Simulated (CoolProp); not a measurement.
Saturation properties of chlorine.

Computed with CoolProp (reference Helmholtz-energy equation of state, Thol 2021).

| T (°C) | p (MPa) | liquid density (kg/m³) | vapour Z |
|---|---|---|---|
| 42.35 | 1.208 | 1337 | 0.8561 |
| 45.05 | 1.289 | 1328 | 0.8497 |
| 47.75 | 1.373 | 1319 | 0.8433 |
| 50.55 | 1.464 | 1309 | 0.8364 |
| 53.25 | 1.556 | 1300 | 0.8296 |
| 55.95 | 1.652 | 1291 | 0.8226 |
| 58.75 | 1.756 | 1281 | 0.8151 |
| 61.45 | 1.861 | 1271 | 0.8078 |
| 64.25 | 1.974 | 1261 | 0.8000 |
| 66.95 | 2.088 | 1250 | 0.7922 |
| 69.65 | 2.206 | 1240 | 0.7843 |
| 72.45 | 2.334 | 1229 | 0.7759 |
| 75.15 | 2.461 | 1219 | 0.7675 |

It boils at -34.0 °C under 1 atm.
